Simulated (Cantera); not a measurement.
An adiabatic, constant-volume homogeneous reactor starts with H₂ : O₂ : N₂ = 1 : 1.39 : 5.22 (molar parts), at 1475 K and 4.70 bar.

Detailed kinetics in Cantera: GRI-Mech 3.0 (53 species, 325 reactions). The hydrogen kinetics of GRI-Mech 3.0 are dated; newer H2 mechanisms differ, most at raised pressure.

Q: Predict: time of steepest temperature rise; temperature at 0.400 s; equilibrium temperature; x(H₂) at 0.400 s; x(O₂) at 0.400 s; x(NO₂) at 0.400 s; x(N₂O) at 0.400 s; x(H₂O₂) at 0.400 s; x(HO₂) at 0.400 s; x(O) at 0.400 s.

A: 
```
Quantity                                                              Result
---------------------------------  -----------------------------------------
time of steepest temperature rise                                    3.65 µs
temperature at 0.400 s                                                2499 K
equilibrium temperature                                               2499 K
x(H₂) at 0.400 s                   0.000871 (gas-phase equilibrium 0.000871)
x(O₂) at 0.400 s                         0.114 (gas-phase equilibrium 0.114)
x(NO₂) at 0.400 s                    2.91e-5 (gas-phase equilibrium 2.91e-5)
x(N₂O) at 0.400 s                    2.36e-6 (gas-phase equilibrium 2.36e-6)
x(H₂O₂) at 0.400 s                   8.75e-7 (gas-phase equilibrium 8.75e-7)
x(HO₂) at 0.400 s                    1.73e-5 (gas-phase equilibrium 1.73e-5)
x(O) at 0.400 s                      0.00179 (gas-phase equilibrium 0.00179)
```
